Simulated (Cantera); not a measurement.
Input: 1 mol BN, 2.1 mol Cl2, 47 mol H2.

These are equilibrium values from Cantera (NASA tables, ideal gas, pure condensed phases), not measurements of a reactor. Candidate condensed phases: B, BN, NH4Cl; 21 gas species. Mutual solubility and eutectic melting of coexisting phases are not modelled. The tables' values for BCl2 are old estimates. Equilibrium is a limit: real reactors are often held back by kinetics, nucleation or transport.

Stable condensed phases, one row left out:

```
T in °C \ P in Pa
              1    6.8     46    320   2200  15000 100000
   1827       A      A      A      A      A      B      B
   1752       A      A      A      A      C      B      B
   1602       A      A      A      B      B      B      B
   1527       A      A      C      B      B      B      B
   1452       A      A      B      B      B      B      B
   1377       A      B      B      B      B      B      B
   1302       B      B      B      B      B      B      B
   1227       B      B      B      B      B      B      B
   1152       B      B      B      B      B      B      B
   1077       B      B      B      B      B      B      B
   1002       B      B      B      B      B      B      B
    927       B      B      B      B      B      B      B
    852       B      B      B      B      B      B      B
```

A: gas only; B: BN; C: B + BN.

Problem. Give the row for 1677 °C.

Solution. 1: gas only; 6.8: gas only; 46: gas only; 320: B; 2200: BN; 15000: BN; 100000: BN.
